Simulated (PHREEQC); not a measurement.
Make-up at 25 °C: 1.25 mmol/kgw (NH4)2SO4 and 0.0054 mmol/kgw LiF. Closed to the air; pH follows from the charge balance.

The numbers come from PHREEQC with the ion-association model, phreeqc.dat.

Problem. The ionic strength comes out as 0.00369 mol/kgw. What activity coefficients do NH4SO4-, Li+, NH4+, F-, SO4-2 get?

Solution. NH4SO4- 0.94, Li+ 0.94, NH4+ 0.93, F- 0.94, SO4-2 0.77.

No solid was allowed to form.
